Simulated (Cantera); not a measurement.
A closed system holds: 1 mol Pb, 0.27 mol CO, 20 mol H2, at 520000 Pa.

Cantera equilibrium calculation (NASA polynomials, part measured and part estimated; ideal gas, pure solids and liquids). Candidate condensed phases: C, C6H6, C7H8, C8H18, H2O, Pb, PbO, PbO2, Pb3O4; 113 gas species. Kinetics and transport are ignored.

### Question
At 1600 K, list the 4 most abundant gas species with their mole fractions, and the condensed phases.

### Answer
H2 0.974, CO 0.0125, Pb 0.0116, CH4 0.000669. Condensed: Pb(l).
